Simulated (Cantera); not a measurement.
Feed: 1 mol SiH₄, 0.017 mol C₂H₄, 150 mol H₂, at 1577 °C and 2900 Pa.

Cantera equilibrium calculation (NASA polynomials, part measured and part estimated; ideal gas, pure solids and liquids). Candidate condensed phases: C, C₆H₆, C₇H₈, C₈H₁₈, Si, SiC; 87 gas species. Mutual solubility and eutectic melting of coexisting phases are not modelled. Gases not in the tables: Si₂H₆ and higher silanes. Rates play no part.

Base state: H₂ 0.997, H 0.00316, Si 0.000222, SiH₂ 4.20e-5, SiH 3.75e-5 (mole fractions); condensed: Si(l) + SiC(s).

What changes in the equilibrium state with this change: pressure from 2900 Pa to 133 Pa?


```json
[
 {"species": "H₂", "before": "0.997", "after": "0.980"},
 {"species": "H", "before": "0.00316", "after": "0.0146"},
 {"species": "Si", "before": "0.000222", "after": "0.00484"},
 {"species": "Si₂C", "before": "3.06e-6", "after": "6.65e-5"},
 {"species": "Si₂", "before": "1.56e-6", "after": "3.38e-5"},
 {"species": "Si(l), mol", "before": "0.919", "after": "0.164"},
 {"species": "SiC(s), mol", "before": "0.0334", "after": "0.0237"}
]
```
